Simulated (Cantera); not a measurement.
**Equilibrium for thermal oxidation and active oxidation of silicon: Si + O2 + H2**

Charge: 1 mol Si, 0.1 mol O2, 1.9 mol H2, held at 10.0 Torr.

Equilibrium computed with Cantera from the NASA thermochemical tables; the gas is ideal and each condensed phase is pure. Candidate condensed phases: H2O, Si, SiO2; 18 gas species. Gases not in the tables: Si2H6 and higher silanes. Rates play no part.

From 1450 °C to 1900 °C the condensed part is Si(l). The main Si-bearing gas is SiO throughout.

| T (°C) | log p H2 | log p SiO | log p H | log p Si | log p SiH | log p Si2 | log p SiH2 | log p Si3 | n Si(l) |
|---|---|---|---|---|---|---|---|---|---|
| 1450 | -1.92 | -2.90 | -4.70 | -6.01 | -6.81 | -8.33 | -6.69 | -8.94 | 0.800 |
| 1500 | -1.92 | -2.90 | -4.51 | -5.67 | -6.54 | -7.93 | -6.53 | -8.54 | 0.800 |
| 1550 | -1.92 | -2.90 | -4.32 | -5.35 | -6.29 | -7.54 | -6.37 | -8.17 | 0.799 |
| 1600 | -1.92 | -2.90 | -4.15 | -5.05 | -6.05 | -7.18 | -6.23 | -7.82 | 0.798 |
| 1650 | -1.92 | -2.90 | -3.99 | -4.77 | -5.82 | -6.84 | -6.09 | -7.49 | 0.797 |
| 1700 | -1.92 | -2.90 | -3.83 | -4.50 | -5.60 | -6.51 | -5.97 | -7.18 | 0.794 |
| 1750 | -1.93 | -2.90 | -3.69 | -4.24 | -5.40 | -6.21 | -5.85 | -6.88 | 0.790 |
| 1800 | -1.93 | -2.90 | -3.55 | -4.00 | -5.21 | -5.91 | -5.73 | -6.60 | 0.782 |
| 1850 | -1.94 | -2.91 | -3.41 | -3.77 | -5.03 | -5.63 | -5.63 | -6.33 | 0.770 |
| 1900 | -1.95 | -2.91 | -3.29 | -3.55 | -4.85 | -5.37 | -5.53 | -6.07 | 0.749 |
log p: log10 of the partial pressure in bar; n: condensed amount in mol.
